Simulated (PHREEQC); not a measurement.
0.089 g of hydrous ferric oxide (600 m²/g; 0.2 weak and 0.005 strong sites per Fe, Dzombak-Morel constants, diffuse double layer) in 1 kg of water with 0.05 mol/kgw of an inert sodium salt and 0.0001 mol ZnSO4, at 25 °C; the pH is set by adding NaOH or the inert anion's acid. Oxygen is held at 0.21 atm. The system is closed to CO2. Nothing may precipitate in this run.

Computed with PHREEQC (ion-association model, wateq4f.dat).

```json
[
 {"pH": "4", "S sorbed (%)": "61.6", "Zn sorbed (%)": "0.0", "surface charge σ (C/m²)": "0.126", "surface potential ψ (mV)": "117"},
 {"pH": "4.67", "S sorbed (%)": "53.4", "Zn sorbed (%)": "0.2", "surface charge σ (C/m²)": "0.111", "surface potential ψ (mV)": "110"},
 {"pH": "5.33", "S sorbed (%)": "38.9", "Zn sorbed (%)": "2.2", "surface charge σ (C/m²)": "0.089", "surface potential ψ (mV)": "100"},
 {"pH": "6", "S sorbed (%)": "21.4", "Zn sorbed (%)": "6.2", "surface charge σ (C/m²)": "0.067", "surface potential ψ (mV)": "86"},
 {"pH": "6.67", "S sorbed (%)": "8.6", "Zn sorbed (%)": "20.1", "surface charge σ (C/m²)": "0.049", "surface potential ψ (mV)": "71"},
 {"pH": "7.33", "S sorbed (%)": "3.6", "Zn sorbed (%)": "52.2", "surface charge σ (C/m²)": "0.041", "surface potential ψ (mV)": "63"},
 {"pH": "8.67", "S sorbed (%)": "0.1", "Zn sorbed (%)": "89.5", "surface charge σ (C/m²)": "0.020", "surface potential ψ (mV)": "35"},
 {"pH": "9.33", "S sorbed (%)": "0.0", "Zn sorbed (%)": "89.2", "surface charge σ (C/m²)": "0.003", "surface potential ψ (mV)": "6"},
 {"pH": "10", "S sorbed (%)": "0.0", "Zn sorbed (%)": "86.0", "surface charge σ (C/m²)": "-0.015", "surface potential ψ (mV)": "-28"},
 {"pH": "10.67", "S sorbed (%)": "0.0", "Zn sorbed (%)": "80.1", "surface charge σ (C/m²)": "-0.041", "surface potential ψ (mV)": "-63"},
 {"pH": "11.33", "S sorbed (%)": "0.0", "Zn sorbed (%)": "67.5", "surface charge σ (C/m²)": "-0.089", "surface potential ψ (mV)": "-98"},
 {"pH": "12", "S sorbed (%)": "0.0", "Zn sorbed (%)": "37.6", "surface charge σ (C/m²)": "-0.195", "surface potential ψ (mV)": "-133"}
]
```

Along this series the solution becomes supersaturated in solids that the run did not let form, among them Zincite(c).
